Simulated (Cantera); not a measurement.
Input: 1 mol Si3N4, 0.083 mol C, 1.7 mol N2, held at 2598 K and 0.00760 bar.

Cantera equilibrium calculation (NASA polynomials, part measured and part estimated; ideal gas, pure solids and liquids). Candidate condensed phases: C, Si, SiC, Si3N4; 20 gas species. The tables' values for SiN are old estimates; treat these amounts as uncertain. Rates play no part.

Base state: N2 0.559, Si 0.422, Si2C 0.00911, Si2 0.00432, SiN 0.00240, SiC2 0.00162, Si2N 0.000668, Si3 0.000240 (mole fractions); condensed: gas only.

### Question
What changes in the equilibrium state with this change: pressure from 0.00760 bar to 0.100 bar?

### Answer
```tsv
species	before	after
N2	0.559	0.878
Si	0.422	0.0961
Si2C	0.00911	0.0152
Si2N	0.000668	0.00207
Si3	0.000240	0.000491
SiC	3.31e-5	1.84e-5
Si2	0.00432	0.00295
Si(l), mol	0	2.40
```

### Question
What changes in the equilibrium state with this change: C from 0.083 to 0.35 mol?

### Answer
```
species    before     after
-------  --------  --------
N2          0.559     0.567
Si          0.422     0.387
Si2C      0.00911    0.0240
SiC2      0.00162    0.0145
C3        3.38e-7   1.03e-5
CN       0.000205  0.000646
C         8.49e-6   2.65e-5
```

### Question
What changes in the equilibrium state with this change: pressure from 0.00760 bar to 1.00 bar?

### Answer
```json
[
 {"species": "N2", "before": "0.559", "after": "0.986"},
 {"species": "Si", "before": "0.422", "after": "0.00961"},
 {"species": "Si2C", "before": "0.00911", "after": "0.00175"},
 {"species": "SiC", "before": "3.31e-5", "after": "2.12e-6"},
 {"species": "Si2", "before": "0.00432", "after": "0.000295"},
 {"species": "C2N2", "before": "8.61e-7", "after": "1.21e-5"},
 {"species": "SiC2", "before": "0.00162", "after": "0.000292"},
 {"species": "Si(l), mol", "before": "0", "after": "2.86"},
 {"species": "SiC(s), mol", "before": "0", "after": "0.0739"}
]
```
Mutual solubility and eutectic melting of coexisting phases are not modelled.
